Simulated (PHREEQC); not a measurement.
0.17 g of hydrous ferric oxide (600 m²/g; 0.2 weak and 0.005 strong sites per Fe, Dzombak-Morel constants, diffuse double layer) in 1 kg of water with 0.001 mol/kgw of an inert sodium salt and 1.1 mmol/kgw MnCl2, at 25 °C; the pH is set by adding NaOH or the inert anion's acid. No oxygen is let in. CO2 from the air is kept out. No solid was allowed to form.

Base run: PHREEQC, ion-association model, wateq4f.dat. Each further column changes one thing. The table gives surface charge σ (C/m²).

| pH | base | background salt from 0.001 to 0.0001 mol/kgw | oxide from 0.17 to 0.85 g/kgw | 0.0004 mol/kgw NiCl2 added |
|---|---|---|---|---|
| 3 | 0.298 | … | 0.303 | 0.306 |
| 3.75 | 0.205 | … | 0.210 | 0.217 |
| 4.5 | 0.125 | … | 0.128 | 0.135 |
| 4.88 | 0.094 | … | 0.096 | 0.102 |
| 5.62 | 0.051 | … | 0.051 | 0.057 |
| 6.38 | 0.025 | … | 0.025 | 0.030 |
| 7.12 | 0.015 | 0.013 | 0.014 | 0.022 |
| 7.5 | 0.013 | 0.012 | 0.012 | 0.021 |
| 8.25 | 0.013 | 0.011 | 0.009 | 0.021 |
| 9 | 0.013 | 0.011 | 0.007 | 0.020 |

Task: Complete the blanks.

Result: 
- 3, background salt from 0.001 to 0.0001 mol/kgw: 0.290
- 3.75, background salt from 0.001 to 0.0001 mol/kgw: 0.194
- 4.5, background salt from 0.001 to 0.0001 mol/kgw: 0.117
- 4.88, background salt from 0.001 to 0.0001 mol/kgw: 0.087
- 5.62, background salt from 0.001 to 0.0001 mol/kgw: 0.047
- 6.38, background salt from 0.001 to 0.0001 mol/kgw: 0.023

The oxide is taken as insoluble; below pH 4 it would dissolve. In at least one series the solution becomes supersaturated in solids that the run did not let form, among them Ni(OH)2.
